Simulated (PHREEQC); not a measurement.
0.049 g of hydrous ferric oxide (600 m²/g; 0.2 weak and 0.005 strong sites per Fe, Dzombak-Morel constants, diffuse double layer) in 1 kg of water with 0.05 mol/kgw of an inert sodium salt and 0.01 mmol/kgw SrCl2 and 0.00028 mmol/kgw NiCl2, at 25 °C; the pH is set by adding NaOH or the inert anion's acid. Oxygen is held at 0.21 atm. The system is closed to CO2. No solid was allowed to form.

The series has 13 steps of pH, from 4 to 10.

The numbers come from PHREEQC with the ion-association model, wateq4f.dat.

Problem. Near which pH is half of the Sr sorbed, and on which side is more sorbed?

Solution. Near pH 9.6, with more sorbed at higher pH.

Problem. Near which pH is half of the Ni sorbed, and on which side is more sorbed?

Solution. Near pH 6.8, with more sorbed at higher pH.
